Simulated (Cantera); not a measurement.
Charge: 1 mol NaOH, 0.1 mol CO2, 2 mol H2O, equilibrated at 1527 °C and 39.0 Pa.

Method: chemical equilibrium by Gibbs-energy minimisation in Cantera with the NASA 1993 tables (ideal gas, pure condensed phases). Candidate condensed phases: C, C6H6, C7H8, C8H18, H2O, Na, NaOH, NaO2, Na2CO3, Na2O, Na2O2; 117 gas species. Rates play no part.

Base state: H2O 0.632, Na 0.241, O2 0.0616, CO2 0.0251, NaOH 0.0203, OH 0.00908, H2 0.00694, O 0.00153 (mole fractions); condensed: gas only.

Q: What changes in the equilibrium state with this change: H2O from 2 to 0.053 mol?

A: 
```tsv
species	before	after
Na	0.241	0.502
H2O	0.632	0.274
O2	0.0616	0.125
CO2	0.0251	0.0521
NaOH	0.0203	0.0332
H2	0.00694	0.00212
NaO	0.000221	0.000656
H	0.00151	0.000834
CO	0.00105	0.00154
```
